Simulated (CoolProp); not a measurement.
n-heptane along the isobar 7.64 bar: fugacity coefficient from the reference equation and from simpler models built on Tc = 541.2 K, pc = 27.74 bar, ω = 0.349; each cubic takes its own stable root.

Computed with CoolProp (reference Helmholtz-energy equation of state, Span 2003). It is a short technical equation, of lower accuracy than the large ones.

```
T (K)   phase  reference
-----  ------  ---------
358.4  liquid    0.08849
377    liquid     0.1517
395.5  liquid     0.2426
414.1  liquid     0.3673
432.7  liquid     0.5292
451.3  liquid     0.7298
469.9     gas     0.8395
488.5     gas     0.8610
507.1     gas     0.8789
525.7     gas     0.8938
544.2     gas     0.9065
562.8     gas     0.9173
581.4     gas     0.9266
600       gas     0.9347
```

How far does each simpler model (van der Waals, Soave-Redlich-Kwong) lie from the reference over these 14 states: mean and median of the absolute difference, and the worst?


- van der Waals: mean 87.3 %, median 4.8 %, worst +462.0 % at 358.4 K and 7.64 bar
- Soave-Redlich-Kwong: mean 1.0 %, median 0.6 %, worst +2.7 % at 451.3 K and 7.64 bar

At some of these states van der Waals gives the other phase, because its saturation line lies elsewhere.
